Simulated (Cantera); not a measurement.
What does this Cantera script print?

```python
import numpy as np
import cantera as ct

gas_names = """
    CL CL2 H HCL H2 Si SiCL SiCL2 SiCL3 SiCL4 SiH SiHCL3 SiH2 SiH2CL2 SiH3 SiH3CL SiH4 Si2 Si3
""".split()
cond_names = """
    Si(cr) Si(L)
""".split()


# ... load() reads the species with a 1 bar reference pressure and builds the phases ...
atoms = {
    'Si': {'Si': 1},
    'HCl': {'H': 1, 'CL': 1},
    'H2': {'H': 2},
}
top_T = {}  # K; cautious upper limits of use, not melting points


# ... equilibrate(T, P, feed) seeds the gas with the atoms and calls Mixture.equilibrate('TP', solver="gibbs", rtol=1e-10, max_steps=50000) ...
results = []
feed = {'Si': 1, 'HCl': 2.6, 'H2': 3.4}  # mol
P = 10000  # Pa
for T in [725, 775, 825, 875, 925, 975, 1025, 1075, 1125, 1175, 1225, 1275]:
    mix = equilibrate(T, P, feed)
    results.append((T, P, feed, dict(zip(mix.species_names, mix.species_moles))))

top = {s: max(r[3][s] / sum(r[3][g] for g in gas_names) for r in results) for s in gas_names}
cols = sorted((s for s in top if top[s] > 1e-06), key=lambda s: -top[s])[:7]
seen = [c for c in cond_names if any(r[3].get(c, 0) > 1e-12 for r in results)]
print("log10 of partial pressures in bar; condensed amounts in mol")
print(f"{'T/K':>10s}" + "".join(f"{s[:9]:>10s}" for s in cols + seen))
for T, P, feed, n in results:
    ng = sum(n[g] for g in gas_names)
    print(f"{T:10.4g}" + "".join(f"{np.log10(max(n[s] / ng * P / 1e5, 1e-99)):10.3f}" for s in cols)
          + "".join(f"{n.get(c, 0):10.4g}" for c in seen))
```

Result:

```
log10 of partial pressures in bar; condensed amounts in mol
       T/K        H2       HCL     SiCL4    SiHCL3     SiCL2     SiCL3   SiH2CL2    Si(cr)
       725    -1.061    -4.109    -2.014    -2.476    -7.261    -5.831    -4.096    0.3046
       775    -1.062    -3.777    -2.013    -2.486    -6.517    -5.341    -4.073    0.3066
       825    -1.062    -3.486    -2.013    -2.496    -5.866    -4.912    -4.053    0.3094
       875    -1.063    -3.230    -2.014    -2.507    -5.292    -4.534    -4.039    0.3135
       925    -1.064    -3.003    -2.018    -2.519    -4.782    -4.200    -4.028    0.3191
       975    -1.067    -2.801    -2.025    -2.533    -4.328    -3.903    -4.021    0.3265
      1025    -1.070    -2.622    -2.038    -2.551    -3.922    -3.640    -4.020    0.3355
      1075    -1.074    -2.462    -2.057    -2.575    -3.560    -3.408    -4.024    0.3454
      1125    -1.079    -2.321    -2.087    -2.606    -3.236    -3.207    -4.036    0.3545
      1175    -1.087    -2.197    -2.133    -2.649    -2.950    -3.036    -4.058    0.3604
      1225    -1.095    -2.091    -2.199    -2.709    -2.700    -2.898    -4.093      0.36
      1275    -1.106    -2.003    -2.293    -2.789    -2.487    -2.797    -4.144    0.3506
```

Method: chemical equilibrium by Gibbs-energy minimisation in Cantera with the NASA 1993 tables (ideal gas, pure condensed phases). The tables' values for SiCl3 are old estimates; treat these amounts as uncertain.
